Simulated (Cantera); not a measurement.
Input (Python, Cantera):

```python
import numpy as np
import cantera as ct

gas = ct.Solution("gri30.yaml", transport_model="multicomponent")
show = ['O', 'CH4', 'CO2']

rows = []
print(f"{'T/K':>7s}{'rho':>11s}{'cp':>10s}{'mu':>11s}{'lambda':>11s}{'Pr':>7s}" + "".join(f"{'D_' + s:>11s}" for s in show))
for T in [400, 600, 800, 1000, 1200, 1400, 1600, 1800]:
    gas.TPX = T, 13332, {'O2': 0.85}
    Pr = gas.cp_mass * gas.viscosity / gas.thermal_conductivity
    D = [gas.mix_diff_coeffs_mole[gas.species_index(s)] for s in show]
    rows.append([gas.density, gas.cp_mass, gas.viscosity, gas.thermal_conductivity, Pr, *D])
    print(f"{T:7g}{gas.density:11.4e}{gas.cp_mass:10.1f}{gas.viscosity:11.4e}"
          f"{gas.thermal_conductivity:11.4e}{Pr:7.3f}" + "".join(f"{d:11.4e}" for d in D))
print("SI units: kg/m3, J/kg/K, Pa s, W/m/K, m2/s")
```

It prints:

```
    T/K        rho        cp         mu     lambda     Pr        D_O      D_CH4      D_CO2
    400 1.2827e-01     941.4 2.5629e-05 3.3889e-02  0.712 4.1300e-04 2.8638e-04 2.0062e-04
    600 8.5513e-02    1002.6 3.4077e-05 4.8102e-02  0.710 8.2348e-04 5.7762e-04 4.1083e-04
    800 6.4135e-02    1054.7 4.1353e-05 6.1465e-02  0.710 1.3349e-03 9.4112e-04 6.7426e-04
   1000 5.1308e-02    1090.2 4.7912e-05 7.3669e-02  0.709 1.9371e-03 1.3694e-03 9.8500e-04
   1200 4.2757e-02    1114.2 5.3973e-05 8.4884e-02  0.708 2.6233e-03 1.8573e-03 1.3391e-03
   1400 3.6648e-02    1134.2 5.9661e-05 9.5570e-02  0.708 3.3883e-03 2.4011e-03 1.7338e-03
   1600 3.2067e-02    1151.4 6.5055e-05 1.0584e-01  0.708 4.2281e-03 2.9979e-03 2.1668e-03
   1800 2.8504e-02    1166.8 7.0208e-05 1.1579e-01  0.707 5.1393e-03 3.6454e-03 2.6365e-03
SI units: kg/m3, J/kg/K, Pa s, W/m/K, m2/s
```

Cantera simulation using GRI-Mech 3.0 (53 species, 325 reactions); the numbers are that mechanism's predictions, not measurements.
